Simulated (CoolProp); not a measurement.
Model: reference Helmholtz-energy equation of state, Lemmon 2013, in CoolProp.

**Question.** Give the vapour pressure (MPa), enthalpy of vaporisation (kJ/kg), vapour Z, vapour viscosity (µPa s) of saturated propylene at -26.05, 17.95 °C.

**Answer.** 
```tsv
T (°C)	p (MPa)	enthalpy of vaporisation (kJ/kg)	vapour Z	vapour viscosity (µPa s)
-26.05	0.246	413	0.933	6.97
17.95	0.964	348	0.827	8.56
```

Viscosity comes from a separate model (Huber 2003), an estimate that may be off by 10 % or more.
